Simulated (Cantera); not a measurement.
Charge: 1 mol FeS₂, 340 mol H₂, 0.17 mol H₂O, at 1825 K and 630 Torr.

Cantera equilibrium calculation (NASA polynomials, part measured and part estimated; ideal gas, pure solids and liquids). Candidate condensed phases: Fe, FeO, Fe(OH)₂, Fe(OH)₃, FeS, FeSO₄, FeS₂, Fe₂O₃, Fe₂(SO₄)₃, Fe₃O₄, H₂O, H₂SO₄, S; 22 gas species. Equilibrium is a limit: real reactors are often held back by kinetics, nucleation or transport.

Base state: H₂ 0.993, H₂S 0.00551, H₂O 0.000499, H 0.000479, SH 0.000283, Fe 4.98e-5, S₂ 3.70e-5 (mole fractions); condensed: Fe(l).

Problem. What changes in the equilibrium state with this change: temperature from 1825 K to 2148.15 K?

Solution. 
```csv
species,before,after
H₂,0.993,0.987
H,0.000479,0.00452
H₂S,0.00551,0.00433
Fe,4.98e-5,0.00203
S,6.02e-6,0.000101
SH,0.000283,0.00114
S₂,3.70e-5,0.000139
"Fe(l), mol",0.983,0.306
```

Problem. What changes in the equilibrium state with this change: pressure from 630 Torr to 38.3 Torr?

Solution. 
| species | before | after |
|---|---|---|
| H₂ | 0.993 | 0.991 |
| H₂S | 0.00551 | 0.00420 |
| H | 0.000479 | 0.00194 |
| Fe | 4.98e-5 | 0.000820 |
| S | 6.02e-6 | 7.57e-5 |
| S₂ | 3.70e-5 | 0.000355 |
| SH | 0.000283 | 0.000876 |
| H₂O | 0.000499 | 0.000498 |
| Fe(l), mol | 0.983 | 0.720 |
